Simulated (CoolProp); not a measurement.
Properties of isopentane along the isobar 1.83 MPa.

The numbers come from the reference Helmholtz-energy equation of state, Lemmon 2006 in CoolProp. It is a short technical equation, of lower accuracy than the large ones.

| T (K) | phase | density (kg/m³) | expansivity (1/kK) | conductivity (mW/(m K)) | fugacity coefficient |
|---|---|---|---|---|---|
| 324.8 | liquid | 589.8 | 1.829 | 95.0 | 0.1180 |
| 346.7 | liquid | 565.2 | 2.079 | 88.6 | 0.2044 |
| 368.6 | liquid | 538.0 | 2.454 | 82.1 | 0.3245 |
| 390.5 | liquid | 506.7 | 3.081 | 75.2 | 0.4792 |
| 412.4 | liquid | 467.9 | 4.389 | 67.9 | 0.6649 |
| 434.3 | gas | 51.59 | 7.334 | 33.1 | 0.7776 |
| 456.2 | gas | 45.15 | 5.159 | 35.9 | 0.8124 |
| 478.1 | gas | 40.84 | 4.119 | 39.2 | 0.8401 |
| 500 | gas | 37.59 | 3.489 | 42.6 | 0.8626 |

Thermal conductivity comes from a separate model (Vassiliou 2015).
